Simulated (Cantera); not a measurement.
## Carbon deposition, reforming and gasification: C₂H₄ + H₂O + H₂

Charge: 1 mol C₂H₄, a varied amount of H₂O, 25 mol H₂, equilibrated at 677 °C and 13.3 mbar.

Method: chemical equilibrium by Gibbs-energy minimisation in Cantera with the NASA 1993 tables (ideal gas, pure condensed phases). Candidate condensed phases: C, C₆H₆, C₇H₈, C₈H₁₈, H₂O; 110 gas species. Equilibrium is a limit: real reactors are often held back by kinetics, nucleation or transport.

```tsv
n(H₂O) (mol)	log p H₂	log p H₂O	log p CO	log p CO₂	log p CH₄	n C(graphite)
0.17	-1.88	-5.99	-4.09	-7.95	-4.53	1.77
0.67	-1.89	-5.42	-3.51	-6.79	-4.55	1.28
1.2	-1.89	-5.19	-3.27	-6.31	-4.56	0.755
1.7	-1.90	-5.06	-3.13	-6.04	-4.58	0.262
2.2	-1.91	-4.10	-3.07	-5.02	-5.50	0
2.7	-1.91	-3.58	-3.09	-4.50	-6.06	0
3.2	-1.92	-3.35	-3.11	-4.29	-6.32	0
3.7	-1.92	-3.21	-3.13	-4.15	-6.50	0
4.2	-1.93	-3.10	-3.15	-4.06	-6.64	0
4.7	-1.94	-3.02	-3.16	-3.99	-6.76	0
```
log p: log10 of the partial pressure in bar; n: condensed amount in mol.

From 0.17 mol H₂O to 1.7 mol H₂O the condensed part is C(graphite). From 2.2 mol H₂O to 4.7 mol H₂O nothing is condensed. The main C-bearing gas is CO throughout.
